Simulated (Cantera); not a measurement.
# Silicon carbide growth: Si(CH₃)₄ + C₂H₄ + H₂ + HCl

Charge: 1 mol Si(CH₃)₄, 0.017 mol C₂H₄, 20 mol H₂, 0.65 mol HCl, held at 927 °C and 52.0 mbar.

Equilibrium computed with Cantera from the NASA thermochemical tables; the gas is ideal and each condensed phase is pure. Candidate condensed phases: C, C₆H₆, C₇H₈, C₈H₁₈, Si, SiC; 109 gas species. Rates play no part.

| Quantity | Result |
|---|---|
| x(H₂) | 0.975 |
| x(HCl) | 0.0244 |
| x(CH₄) | 0.000781 |
| x(SiCl₂) | 2.42e-6 |
| n(C(graphite)) | 3.01 mol |
| n(SiC(s)) | 1.000 mol |
| gas amount | 26.66 mol |
| log10 activity of Si(s) (absent) | -2.77 |
